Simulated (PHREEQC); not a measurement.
Solution (20 °C): 30 mmol/kgw NH4Cl and 61 mmol/kgw K2HPO4. Closed to the air; pH follows from the charge balance.

Computed with PHREEQC (ion-association model, wateq4f.dat).

| quantity | before | after |
|---|---|---|
| pH | 8.32 | 8.44 |
| HPO4-2 (mol/kgw) | 0.0556 | 0.000579 |
| KHPO4- (mol/kgw) | 0.00366 | 1.13e-6 |
| H2PO4- (mol/kgw) | 0.00177 | 3.02e-5 |

Problem. What was changed between the two runs?
A) temperature from 20 to 65 °C
B) NH4Cl left out
C) 0.001 mol/kgw KOH added
D) diluted 100-fold with water

Solution. D, diluted 100-fold with water

This is a speciation only: nothing precipitates in the calculation. H3PO4, which wateq4f.dat lacks, is added to it with the constant of phreeqc.dat.
